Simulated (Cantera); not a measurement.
What does this Cantera script print?

```python
import numpy as np
import cantera as ct

gas_names = """
    Fe H H2 N NH NH2 NH3 N2 N2H2 N2H4
""".split()
cond_names = """
    Fe(a) Fe(c) Fe(d) Fe(L)
""".split()


# ... load() reads the species with a 1 bar reference pressure and builds the phases ...
atoms = {
    'Fe': {'Fe': 1},
    'NH3': {'N': 1, 'H': 3},
    'N2': {'N': 2},
}
top_T = {}  # K; cautious upper limits of use, not melting points


# ... equilibrate(T, P, feed) seeds the gas with the atoms and calls Mixture.equilibrate('TP', solver="vcs", rtol=1e-11, max_steps=5000) ...
results = []
feed = {'Fe': 1, 'NH3': 6.6, 'N2': 80}  # mol
T = 1823.15  # K
P = 1100000  # Pa
mix = equilibrate(T, P, feed)
results.append((T, P, feed, dict(zip(mix.species_names, mix.species_moles))))
print(gas.report(threshold=1e-05))
for i in range(1, mix.n_phases):
    print(f"{mix.phase(i).name:16s} {mix.phase_moles(i):12.5e} mol")
```

Output:

```
       temperature   1823.2 K
          pressure   1.1e+06 Pa
           density   1.8325 kg/m^3
  mean mol. weight   25.252 kg/kmol
   phase of matter   gas

                          1 kg             1 kmol
                     ---------------   ---------------
          enthalpy        1.9591e+06        4.9471e+07  J
   internal energy        1.3588e+06        3.4312e+07  J
           entropy              8905        2.2487e+05  J/K
    Gibbs function       -1.4276e+07       -3.6051e+08  J
 heat capacity c_p            1402.9             35427  J/K
 heat capacity c_v            1073.7             27113  J/K

                      mass frac. Y      mole frac. X     chem. pot. / RT
                     ---------------   ---------------   ---------------
                 H        1.7013e-06         4.262e-05           -9.5171
                H2         0.0084772           0.10619           -19.034
               NH3        6.7537e-06        1.0014e-05           -40.725
                N2           0.99151           0.89376           -24.347
     [   +6 minor]         8.209e-06        3.7216e-06

Fe(L)             9.99654e-01 mol
```

Cantera equilibrium calculation (NASA polynomials, part measured and part estimated; ideal gas, pure solids and liquids).
